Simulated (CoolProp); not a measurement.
Vapour pressure (bar) of sulfur dioxide: the reference equation beside estimates from Tc = 430.6 K, pc = 78.87 bar, ω = 0.256. Clausius-Clapeyron is anchored at 310.8 K with a constant enthalpy of vaporisation of 21.97 kJ/mol.

Values from CoolProp's reference Helmholtz-energy equation of state, Gao 2016.

```csv
T (K),reference,Lee-Kesler,Clausius-Clapeyron,van der Waals,Redlich-Kwong,Soave-Redlich-Kwong,Peng-Robinson
290.6,3.023,3.014,3.251,13.08,5.022,3.014,3.018
300.7,4.267,4.266,4.413,15.61,6.753,4.264,4.251
310.8,5.871,5.883,5.871,18.44,8.878,5.880,5.842
320.9,[?],7.925,7.673,21.59,11.44,7.928,7.855
330.9,[?],10.43,9.841,25.02,14.46,10.45,10.33
341,[?],13.51,12.47,28.83,18.02,13.56,13.39
351.1,17.16,17.21,15.58,32.98,22.16,17.32,17.10
361.2,21.56,21.62,19.23,37.49,26.90,21.81,21.52
371.3,26.76,26.80,[?],42.37,[?],27.09,26.75
381.4,32.83,32.85,28.33,47.63,38.36,33.27,32.87
```

### Question
Fill in the missing entries.

### Answer

- 320.9, reference: 7.899
- 330.9, reference: 10.39
- 341, reference: 13.46
- 371.3, Clausius-Clapeyron: 23.47
- 371.3, Redlich-Kwong: 32.29

Absolute difference from the reference over all 10 rows, mean and median: Lee-Kesler 0.2 and 0.3 %, Clausius-Clapeyron 7.2 and 7.4 %, van der Waals 151.0 and 127.5 %, Redlich-Kwong 38.5 and 36.5 %, Soave-Redlich-Kwong 0.7 and 0.7 %, Peng-Robinson 0.3 and 0.4 %.
